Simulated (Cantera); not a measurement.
What does this Cantera script print?

```python
import numpy as np
import cantera as ct

gas = ct.Solution("h2o2.yaml")
gas.TPX = 475, 101325, {'H2': 1, 'O2': 0.5, 'N2': 2.05}
flame = ct.FreeFlame(gas, width=0.04)
flame.set_refine_criteria(ratio=3, slope=0.08, curve=0.16)
flame.transport_model = "mixture-averaged"
flame.solve(loglevel=0, auto=True)
z, T = flame.grid, flame.T
thick = (T[-1] - T[0]) / np.gradient(T, z).max()
show = ['H2', 'O2', 'OH', 'O', 'H2O2', 'HO2']
print(f"laminar burning velocity  {flame.velocity[0] * 100:.3f} cm/s")
print(f"burnt temperature         {T[-1]:.1f} K")
print(f"thermal thickness         {thick * 1e3:.4f} mm")
print(f"grid points               {len(z)}")
z0 = z[flame.heat_release_rate.argmax()]
print(f"{'z/mm':>9s}{'T/K':>9s}{'u/(m/s)':>9s}" + "".join(f"{s:>11s}" for s in show))
rows = []
for k in (-3, -2, -1.5, -1, -0.5, -0.25, 0, 0.25, 0.5, 1, 2, 4, 8):
    zz = z0 + k * thick
    rows.append([k * thick, np.interp(zz, z, T), np.interp(zz, z, flame.velocity),
                 *(np.interp(zz, z, flame.X[gas.species_index(s)]) for s in show)])
    print(f"{rows[-1][0] * 1e3:9.3f}{rows[-1][1]:9.1f}{rows[-1][2]:9.3f}" + "".join(f"{x:11.3e}" for x in rows[-1][3:]))
```

Output:

```
laminar burning velocity  448.490 cm/s
burnt temperature         2410.9 K
thermal thickness         0.4313 mm
grid points               116
     z/mm      T/K  u/(m/s)         H2         O2         OH          O       H2O2        HO2
   -1.294    475.0    4.485  2.817e-01  1.408e-01  1.217e-16  8.773e-15  1.811e-15  1.546e-13
   -0.863    475.0    4.485  2.817e-01  1.408e-01  2.518e-14  1.816e-12  4.573e-13  3.563e-11
   -0.647    475.0    4.485  2.817e-01  1.408e-01  6.277e-13  4.513e-11  1.470e-11  1.077e-09
   -0.431    475.0    4.484  2.816e-01  1.409e-01  3.885e-11  2.316e-09  1.241e-09  8.674e-08
   -0.216    484.0    4.545  2.771e-01  1.415e-01  8.169e-06  1.703e-06  3.164e-06  1.112e-04
   -0.108    697.2    6.369  2.438e-01  1.379e-01  8.405e-04  1.677e-04  4.102e-05  2.739e-04
    0.000   1164.5   10.267  1.507e-01  1.038e-01  2.694e-03  3.814e-03  7.152e-06  9.963e-05
    0.108   1496.0   13.020  6.710e-02  4.898e-02  8.206e-03  9.666e-03  3.420e-06  4.040e-05
    0.216   1655.5   14.313  4.567e-02  3.056e-02  1.164e-02  1.063e-02  2.004e-06  2.234e-05
    0.431   1816.5   15.559  4.134e-02  2.415e-02  1.402e-02  9.263e-03  1.028e-06  1.461e-05
    0.863   1973.5   16.725  3.838e-02  2.018e-02  1.504e-02  6.998e-03  5.504e-07  9.807e-06
    1.725   2117.4   17.757  3.345e-02  1.630e-02  1.469e-02  4.737e-03  3.359e-07  6.257e-06
    3.451   2238.0   18.596  2.733e-02  1.274e-02  1.313e-02  2.909e-03  2.342e-07  3.893e-06
```

Computed with Cantera and the H2/O2 subset of GRI-Mech 3.0, which has no nitrogen chemistry. Burning velocities carry a grid error of a few per cent, more on coarse grids.
